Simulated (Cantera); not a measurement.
Input: 1 mol Si₂H₆, 0.8 mol HCl, 69 mol N₂, held at 1423 K and 22.0 mbar.

Equilibrium computed with Cantera from the NASA thermochemical tables; the gas is ideal and each condensed phase is pure. Candidate condensed phases: NH₄Cl, Si, Si₃N₄; 28 gas species. The feed counts by its element totals alone. N₂ is the only nitrogen source here; it is nearly inert below about 1500 K, so the nitride shown seldom forms there in practice. Equilibrium is a limit: real reactors are often held back by kinetics, nucleation or transport.

**Question.** What is the equilibrium state?

**Answer.** 
| Item | Result |
|---|---|
| x(N₂) | 0.947 |
| x(H₂) | 0.0420 |
| x(HCl) | 0.0111 |
| x(SiCl₂) | 5.24e-5 |
| x(H) | 9.18e-6 |
| x(Cl) | 1.98e-6 |
| x(SiCl₃) | 1.77e-6 |
| n(Si₃N₄(s)) | 0.665 mol |
| gas amount | 71.47 mol |
| log10 activity of Si(s) (absent) | -2.23 |
